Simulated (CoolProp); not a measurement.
Water along the isobar 0.95 MPa: Z from the reference equation and from simpler models built on Tc = 647.1 K, pc = 22.06 MPa, ω = 0.344; each cubic takes its own stable root.

Values from CoolProp's reference Helmholtz-energy equation of state, Wagner 2002.

```tsv
T (K)	phase	reference	Soave-Redlich-Kwong	Peng-Robinson
290.7	liquid	0.007087	0.009321	0.008303
306.3	liquid	0.006754	0.008943	0.007961
321.9	liquid	0.006466	0.008610	0.007659
337.4	liquid	0.006217	___	0.007392
353	liquid	0.005998	0.008055	___
368.6	liquid	0.005805	0.007826	0.006945
384.2	liquid	___	0.007624	0.006761
399.8	liquid	___	0.007449	0.006601
415.3	liquid	0.005361	0.007300	0.006463
430.9	liquid	0.005250	0.007174	0.006347
446.5	liquid	0.005156	0.007073	0.006251
462.1	gas	0.9401	0.9554	0.9532
477.7	gas	0.9489	0.9597	0.9576
```

Task: Complete the blanks.

Result: 
- 337.4, Soave-Redlich-Kwong: 0.008316
- 353, Peng-Robinson: 0.007155
- 384.2, reference: 0.005637
- 399.8, reference: 0.005489
